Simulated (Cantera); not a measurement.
A Cantera script and its output.

```python
import numpy as np
import cantera as ct

gas = ct.Solution("h2o2.yaml")
gas.TPX = 625, 22000, {'H2': 1, 'O2': 0.943, 'N2': 2.92, 'H2O': 1.3}
flame = ct.FreeFlame(gas, width=0.12)
flame.set_refine_criteria(ratio=3, slope=0.08, curve=0.16)
flame.transport_model = "mixture-averaged"
flame.solve(loglevel=0, auto=True)
z, T = flame.grid, flame.T
thick = (T[-1] - T[0]) / np.gradient(T, z).max()
show = ['H2', 'O2', 'H2O', 'O', 'H2O2', 'OH']
print(f"laminar burning velocity  {flame.velocity[0] * 100:.3f} cm/s")
print(f"burnt temperature         {T[-1]:.1f} K")
print(f"thermal thickness         {thick * 1e3:.4f} mm")
print(f"grid points               {len(z)}")
z0 = z[flame.heat_release_rate.argmax()]
print(f"{'z/mm':>9s}{'T/K':>9s}{'u/(m/s)':>9s}" + "".join(f"{s:>11s}" for s in show))
rows = []
for k in (-3, -2, -1.5, -1, -0.5, -0.25, 0, 0.25, 0.5, 1, 2, 4, 8):
    zz = z0 + k * thick
    rows.append([k * thick, np.interp(zz, z, T), np.interp(zz, z, flame.velocity),
                 *(np.interp(zz, z, flame.X[gas.species_index(s)]) for s in show)])
    print(f"{rows[-1][0] * 1e3:9.3f}{rows[-1][1]:9.1f}{rows[-1][2]:9.3f}" + "".join(f"{x:11.3e}" for x in rows[-1][3:]))
```

It prints:

```
laminar burning velocity  328.348 cm/s
burnt temperature         1755.3 K
thermal thickness         2.5662 mm
grid points               105
     z/mm      T/K  u/(m/s)         H2         O2        H2O          O       H2O2         OH
   -7.699    625.0    3.283  1.623e-01  1.530e-01  2.109e-01  2.724e-14  8.885e-13  1.129e-15
   -5.132    625.0    3.283  1.622e-01  1.530e-01  2.109e-01  4.159e-12  4.756e-11  1.743e-13
   -3.849    625.0    3.283  1.621e-01  1.530e-01  2.110e-01  3.080e-10  1.096e-09  1.423e-11
   -2.566    625.2    3.281  1.612e-01  1.532e-01  2.112e-01  2.406e-08  4.465e-08  3.753e-09
   -1.283    655.8    3.402  1.492e-01  1.539e-01  2.166e-01  1.497e-05  7.250e-06  6.390e-05
   -0.642    819.7    4.169  1.192e-01  1.485e-01  2.400e-01  2.960e-04  7.724e-06  4.585e-04
    0.000   1092.3    5.451  6.650e-02  1.250e-01  2.952e-01  2.826e-03  3.475e-06  1.955e-03
    0.642   1296.5    6.421  2.791e-02  9.698e-02  3.457e-01  6.090e-03  3.634e-06  5.307e-03
    1.283   1408.7    6.947  1.649e-02  8.661e-02  3.646e-01  6.609e-03  2.580e-06  7.422e-03
    2.566   1522.1    7.463  1.172e-02  8.222e-02  3.763e-01  5.333e-03  1.353e-06  8.476e-03
    5.132   1616.6    7.879  7.806e-03  8.000e-02  3.861e-01  3.463e-03  6.941e-07  8.125e-03
   10.265   1685.3    8.176  4.198e-03  7.881e-02  3.941e-01  1.821e-03  3.714e-07  6.631e-03
   20.530   1724.7    8.343  1.858e-03  7.851e-02  3.993e-01  7.982e-04  2.048e-07  4.688e-03
```

Cantera simulation using the H2/O2 subset of GRI-Mech 3.0, which has no nitrogen chemistry; the numbers are that mechanism's predictions, not measurements. Burning velocities carry a grid error of a few per cent, more on coarse grids. Lean hydrogen flames are cellular in practice and burn faster than this planar one.
